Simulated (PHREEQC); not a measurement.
## Silver or lead bath: speciation

A solution holds 0.25 mmol/kgw PbCl2, at 71 °C. Closed to the air; pH follows from the charge balance.

The numbers come from PHREEQC with the ion-association model, phreeqc.dat.

Each row changes one thing in this solution. No solid was allowed to form.

| case | pH | ionic strength (mol/kgw) | Pb+2 (mol/kgw) | PbCl+ (mol/kgw) | PbOH+ (mol/kgw) | SI of Pb(OH)2 (Pb(OH)2) |
|---|---|---|---|---|---|---|
| as made | 5.69 | 0.000726 | 0.000237 | 1.08e-5 | 2.03e-6 | +0.91 |
| PbCl2 from 0.00025 to 2.5e-05 mol/kgw | 6.10 | 7.44e-5 | 2.43e-5 | 1.24e-7 | 5.80e-7 | +0.79 |
| 7.1e-06 mol/kgw Pb(NO3)2 added | 5.68 | 0.000747 | 0.000244 | 1.11e-5 | (withheld) | +0.91 |
| diluted 100-fold with water | 6.33 | 7.76e-6 | 2.40e-6 | 1.26e-9 | 9.96e-8 | +0.26 |
| 5.5e-05 mol/kgw Al(NO3)3 added | 4.12 | 0.000934 | (withheld) | 1.07e-5 | 5.52e-8 | -2.22 |
| 5.1e-05 mol/kgw Li2SO4 added | 5.70 | 0.000862 | 0.000233 | (withheld) | 2.02e-6 | +0.91 |
| temperature from 71 to 45 °C | 5.69 | 0.000735 | 0.000241 | (withheld) | (withheld) | +0.20 |

### Question
Some entries are withheld; supply them.

### Answer

- 7.1e-06 mol/kgw Pb(NO3)2 added, PbOH+ (mol/kgw): 2.06e-6
- 5.5e-05 mol/kgw Al(NO3)3 added, Pb+2 (mol/kgw): 0.000239
- 5.1e-05 mol/kgw Li2SO4 added, PbCl+ (mol/kgw): 1.05e-5
- temperature from 71 to 45 °C, PbCl+ (mol/kgw): 6.64e-6
- temperature from 71 to 45 °C, PbOH+ (mol/kgw): 2.08e-6

Species that the database lacks are ignored. Some of these states are supersaturated (in Pb(OH)2, Gibbsite (slow to form), for instance). Constants without temperature data keep their 25 °C values here.
